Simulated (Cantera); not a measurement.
Cantera with NASA thermochemical tables; ideal gases at 1 bar, condensed phases pure. Values are per mole of reaction as written; species without (g) are pure solids or liquids, kept so even where they would boil at 1 bar.

2 B₂O₂(g) + O₂(g) ⇌ 2 B₂O₃(g)

| T (K) | ΔH° (kJ) | ΔS° (J/K) | ΔG° (kJ) | log10 K |
|---|---|---|---|---|
| 300 | -759.9 | -122.9 | -723.0 | 125.89 |
| 750 | -761.7 | -127.2 | -666.3 | 46.40 |
| 850 | ___ | ___ | ___ | ___ |
| 950 | -761.6 | -127.1 | -640.8 | 35.24 |
| 1050 | ___ | ___ | ___ | ___ |
| 1150 | -761.4 | -126.9 | -615.4 | 27.95 |
| 1250 | ___ | ___ | ___ | ___ |
| 1350 | -761.1 | -126.7 | -590.1 | 22.83 |
| 1450 | -760.9 | -126.5 | -577.4 | 20.80 |
| 1550 | -760.7 | -126.4 | -564.8 | 19.03 |
| 1650 | -760.4 | -126.2 | -552.1 | 17.48 |

**Question.** What belongs in the gaps?

**Answer.** 
- 850, ΔH° (kJ): -761.7
- 850, ΔS° (J/K): -127.2
- 850, ΔG° (kJ): -653.6
- 850, log10 K: 40.16
- 1050, ΔH° (kJ): -761.5
- 1050, ΔS° (J/K): -127.0
- 1050, ΔG° (kJ): -628.1
- 1050, log10 K: 31.25
- 1250, ΔH° (kJ): -761.2
- 1250, ΔS° (J/K): -126.8
- 1250, ΔG° (kJ): -602.8
- 1250, log10 K: 25.19
